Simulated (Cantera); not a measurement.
An isothermal, constant-pressure homogeneous reactor starts with N2O : O2 = 1 : 0.14 (molar parts), at 1600 K and 0.0132 atm.

Detailed kinetics in Cantera: GRI-Mech 3.0 (53 species, 325 reactions). GRI-Mech 3.0 was tuned for natural gas; its chemistry of N2O as a main component is partial and can be far from experiment. Radical loss at walls, strong at low pressure, is not modelled. The temperature is held fixed by assumption; the heat of reaction is taken as removed at once.

**Question.** Predict: x(N2O) at 20.0 s; x(O2) at 20.0 s; x(NO2) at 20.0 s; x(NO) at 20.0 s; x(O) at 20.0 s; x(N2) at 20.0 s.

**Answer.** 
```json
{
 "x(N2O) at 20.0 s": "8.13e-6 (gas-phase equilibrium 1.41e-8)",
 "x(O2) at 20.0 s": "0.300 (gas-phase equilibrium 0.389)",
 "x(NO2) at 20.0 s": "9.87e-5 (gas-phase equilibrium 1.47e-6)",
 "x(NO) at 20.0 s": "0.180 (gas-phase equilibrium 0.00233)",
 "x(O) at 20.0 s": "7.02e-5 (gas-phase equilibrium 7.88e-5)",
 "x(N2) at 20.0 s": "0.520 (gas-phase equilibrium 0.609)"
}
```
